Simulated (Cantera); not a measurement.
Feed: 1 mol Si₃H₈, 0.038 mol HCl, 7.6 mol N₂, 0.87 mol Cl₂, held at 927 °C and 0.460 bar.

Equilibrium computed with Cantera from the NASA thermochemical tables; the gas is ideal and each condensed phase is pure. Candidate condensed phases: NH₄Cl, Si, Si₃N₄; 28 gas species. The feed counts by its element totals alone. N₂ is the only nitrogen source here; it is nearly inert below about 1500 K, so the nitride shown seldom forms there in practice. The tables' values for SiCl₃ are old estimates; treat these amounts as uncertain. Equilibrium is a limit: real reactors are often held back by kinetics, nucleation or transport.

Base state: N₂ 0.534, H₂ 0.301, HCl 0.163, SiCl₄ 0.00144, SiHCl₃ 7.21e-5, SiCl₃ 2.85e-5, NH₃ 1.06e-5 (mole fractions); condensed: Si₃N₄(s).

Q: What changes in the equilibrium state with this change: pressure from 0.460 bar to 10.0 mbar?

A: 
```
species         before     after
-------------  -------  --------
N₂               0.534     0.533
H₂               0.301     0.299
HCl              0.163     0.167
SiCl₄          0.00144  0.000446
NH₃            1.06e-5   2.28e-7
SiCl₂          4.97e-6   6.74e-5
SiHCl₃         7.21e-5   2.17e-5
SiCl₃          2.85e-5   5.86e-5
Si₃N₄(s), mol    0.995     0.998
```
